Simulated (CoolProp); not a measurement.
Saturation properties of hydrogen chloride (Tc = 51.5 °C, pc = 8.314 MPa, ω = 0.130).

Model: reference Helmholtz-energy equation of state, Thol 2018, in CoolProp.

```
T (°C)  p (MPa)  liquid density (kg/m³)  vapour density (kg/m³)  enthalpy of vaporisation (kJ/kg)  liquid cp (kJ/(kg K))
------  -------  ----------------------  ----------------------  --------------------------------  ---------------------
-77.95   0.1486                    1167                   3.472                             436.1                  1.664
-71.25   0.2084                    1150                   4.755                             428.4                  1.671
-64.55   0.2854                    1133                   6.377                             420.4                  1.681
-57.85   0.3826                    1115                   8.398                             411.9                  1.694
-51.25   0.5014                    1096                   10.84                             403.1                  1.709
-44.55   0.6487                    1077                   13.85                             393.6                  1.728
-37.85   0.8264                    1058                   17.48                             383.6                  1.752
-31.15    1.038                    1037                   21.83                             372.9                  1.781
-24.55    1.284                    1016                   26.93                             361.6                  1.815
-17.85    1.575                   993.6                   33.08                             349.3                  1.858
```

It boils at -85.0 °C under 1 atm.
